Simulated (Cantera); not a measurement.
Equilibrium for calcination and drying: MgSO₄ + H₂

Charge: 1 mol MgSO₄, 5.1 mol H₂, equilibrated at 1.33 mbar.

Equilibrium computed with Cantera from the NASA thermochemical tables; the gas is ideal and each condensed phase is pure. Candidate condensed phases: H₂O, H₂SO₄, Mg, MgO, Mg(OH)₂, MgS, MgSO₄, S; 26 gas species. Gases not in the tables: S₃ to S₇. Rates play no part.

From 848 K to 1548 K the condensed part is MgO(s).

| T (K) | x H₂O | x H₂ | x H₂S | x S₂ | x SO₂ | x SO | x SH | x H | n MgO(s) |
|---|---|---|---|---|---|---|---|---|---|
| 848 | 0.588 | 0.217 | 0.195 | 0.000687 | 2.72e-6 | 6.69e-9 | 2.00e-6 | 2.43e-10 | 1.00 |
| 948 | 0.584 | 0.229 | 0.179 | 0.00759 | 5.77e-5 | 3.47e-7 | 2.09e-5 | 6.88e-9 | 1.00 |
| 1048 | 0.571 | 0.267 | 0.134 | 0.0278 | 0.000396 | 5.48e-6 | 0.000106 | 1.09e-7 | 1.00 |
| 1148 | 0.555 | 0.309 | 0.0845 | 0.0498 | 0.00144 | 4.08e-5 | 0.000323 | 1.09e-6 | 1.00 |
| 1248 | 0.540 | 0.342 | 0.0497 | 0.0640 | 0.00396 | 0.000200 | 0.000719 | 7.48e-6 | 1.00 |
| 1348 | 0.522 | 0.367 | 0.0292 | 0.0699 | 0.00895 | 0.000730 | 0.00133 | 3.84e-5 | 1.00 |
| 1448 | 0.499 | 0.392 | 0.0178 | 0.0695 | 0.0168 | 0.00211 | 0.00216 | 0.000158 | 1.000 |
| 1548 | 0.471 | 0.417 | 0.0112 | 0.0647 | 0.0269 | 0.00503 | 0.00320 | 0.000545 | 1.000 |
x: gas mole fraction; n: condensed amount in mol.
